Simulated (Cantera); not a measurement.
Feed: 1 mol PH₃, 0.29 mol O₂, 0.16 mol H₂, equilibrated at 1300 °C and 101000 Pa.

Equilibrium computed with Cantera from the NASA thermochemical tables; the gas is ideal and each condensed phase is pure. Candidate condensed phases: H₂O, P, P₄O₁₀; 17 gas species. Gases not in the tables: HPO₂, HPO₃ and P₄O₆. The numbers say what is thermodynamically allowed, not how fast it happens.

Base state: H₂ 0.532, H₂O 0.243, P₂ 0.188, P₄ 0.0184, PO₂ 0.00962, PO 0.00870, PH₃ 9.01e-5, H 2.95e-5 (mole fractions); condensed: gas only.

**Question.** What changes in the equilibrium state with this change: H₂ from 0.16 to 2.3 mol?

**Answer.** 
| species | before | after |
|---|---|---|
| H₂ | 0.532 | 0.756 |
| H₂O | 0.243 | 0.131 |
| P₂ | 0.188 | 0.104 |
| P₄ | 0.0184 | 0.00562 |
| PO₂ | 0.00962 | 0.00103 |
| PO | 0.00870 | 0.00245 |
| PH₃ | 9.01e-5 | 0.000113 |
| H | 2.95e-5 | 3.51e-5 |
| PH | 1.31e-5 | 1.16e-5 |

**Question.** What changes in the equilibrium state with this change: temperature from 1300 °C to 2900 °C?

**Answer.** 
```
species   before     after
-------  -------  --------
H₂         0.532     0.497
H        2.95e-5     0.183
PO       0.00870     0.177
H₂O        0.243    0.0224
P₄        0.0184   7.82e-7
P        3.08e-6    0.0297
P₂         0.188    0.0765
O          <1e-9  0.000684
O₂         <1e-9   1.21e-5
OH       4.86e-7   0.00310
PH       1.31e-5   0.00457
PH₃      9.01e-5   3.90e-6
```

**Question.** What changes in the equilibrium state with this change: PH₃ replaced by H₂O?

**Answer.** 
| species | before | after |
|---|---|---|
| H₂O | 0.243 | 0.846 |
| O₂ | <1e-9 | 0.153 |
| OH | 4.86e-7 | 0.000384 |
| H₂ | 0.532 | 1.03e-5 |
| P₂ | 0.188 | 0 |
| P₄ | 0.0184 | 0 |
| PO₂ | 0.00962 | 0 |
| PO | 0.00870 | 0 |
| PH₃ | 9.01e-5 | 0 |
| PH | 1.31e-5 | 0 |
